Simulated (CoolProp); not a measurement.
Vapour-liquid equilibrium of n-pentane (1) + cyclohexane (2) at 328.4 K; x and y are mole fractions of (1).

The numbers come from the multi-fluid Helmholtz-energy mixture model, Thol 2019 and Zhou 2014; pair parameters Bell 2016 in CoolProp.

Give the bubble pressure and the first vapour's composition at x = 0.5, 0.725, 0.8. Is there an azeotrope?

x = 0.5: 0.1186 MPa, y = 0.798; x = 0.725: 0.1489 MPa, y = 0.906; x = 0.8: 0.1590 MPa, y = 0.935. No azeotrope shows between x = 0.05 and 0.95.

Pair parameters are fitted to limited data, so mixtures are less certain than the pure fluids.
